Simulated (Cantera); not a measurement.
An isothermal, constant-pressure homogeneous reactor starts with 45.5 % CH₄, 54.5 % N₂, at 1500 K and 0.0263 atm.

Computed with Cantera and GRI-Mech 3.0 (53 species, 325 reactions). GRI-Mech 3.0 stops at C3 and has no aromatics, soot or wall deposition, so with more carbon than oxygen in the feed, carbon stays in small species such as C2H2 where larger ones or solid carbon would form. Radical loss at walls, strong at low pressure, is not modelled.

Q: Predict: x(CH₄) at 100 s; x(HCN) at 100 s; x(C₂H₄) at 100 s; x(C₂H) at 100 s; x(C₂H₂) at 100 s; x(H) at 100 s; x(CH₂) at 100 s.

A: 
```
Quantity                                             Result
----------------  -----------------------------------------
x(CH₄) at 100 s     0.00602 (gas-phase equilibrium 0.00236)
x(HCN) at 100 s      7.89e-8 (gas-phase equilibrium 0.0934)
x(C₂H₄) at 100 s  0.000536 (gas-phase equilibrium 0.000380)
x(C₂H) at 100 s     4.52e-8 (gas-phase equilibrium 3.24e-8)
x(C₂H₂) at 100 s        0.154 (gas-phase equilibrium 0.108)
x(H) at 100 s       7.22e-5 (gas-phase equilibrium 7.41e-5)
x(CH₂) at 100 s     2.45e-9 (gas-phase equilibrium 1.00e-9)
```
